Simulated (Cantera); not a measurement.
Ignition delay

Mixture: 4.91 % CH4, 20.0 % O2, 75.1 % N2, equivalence ratio 0.49, at 760 Torr, adiabatic and at constant pressure. Ignition delay is the time to a rise of 400 K.

Model: GRI-Mech 3.0 (53 species, 325 reactions), integrated in Cantera.

| T0 (K) | delay (ms) |
|---|---|
| 1075 | 212 |
| 1150 | 64.9 |
| 1225 | 21.9 |
| 1300 | 8.07 |
| 1375 | 3.28 |
| 1450 | 1.47 |
| 1525 | 0.732 |
| 1600 | 0.398 |

The apparent activation energy between 1450 and 1600 K is 170 kJ/mol.
